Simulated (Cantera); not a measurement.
**Gas activation for diamond growth**

A perfectly stirred reactor is fed with CH4 : H2 : H = 0.024 : 1 : 0.028 (molar parts), at 0.138 atm; it is held at 2450 K, and followed from long to short residence time.

Model: GRI-Mech 3.0 (53 species, 325 reactions), integrated in Cantera. GRI-Mech 3.0 stops at C3 and has no aromatics, soot or wall deposition, so with more carbon than oxygen in the feed, carbon stays in small species such as C2H2 where larger ones or solid carbon would form.

| τ (s) | x CH4 | x H2 | x H | x C2H6 | x CH2 | x C2H4 | x C2H |
|---|---|---|---|---|---|---|---|
| 0.61 | 6.25e-5 | 0.937 | 0.0517 | 1.18e-10 | 5.42e-6 | 1.27e-6 | 3.86e-5 |
| 0.29 | 8.94e-5 | 0.938 | 0.0510 | 2.37e-10 | 7.53e-6 | 1.30e-6 | 3.80e-5 |
| 0.14 | 0.000132 | 0.939 | 0.0499 | 5.05e-10 | 1.05e-5 | 1.37e-6 | 3.70e-5 |
| 0.064 | 0.000209 | 0.941 | 0.0478 | 1.22e-9 | 1.52e-5 | 1.52e-6 | 3.52e-5 |
| 0.030 | 0.000341 | 0.944 | 0.0449 | 3.09e-9 | 2.15e-5 | 1.83e-6 | 3.27e-5 |
| 0.014 | 0.000578 | 0.947 | 0.0413 | 8.28e-9 | 3.01e-5 | 2.53e-6 | 2.95e-5 |
| 0.0068 | 0.000970 | 0.950 | 0.0377 | 2.16e-8 | 4.08e-5 | 3.98e-6 | 2.60e-5 |
| 0.0032 | 0.00166 | 0.953 | 0.0340 | 5.79e-8 | 5.49e-5 | 7.30e-6 | 2.23e-5 |
| 0.0015 | 0.00279 | 0.956 | 0.0308 | 1.50e-7 | 7.20e-5 | 1.45e-5 | 1.84e-5 |
x: mole fraction; the columns are a selection and need not sum to one.
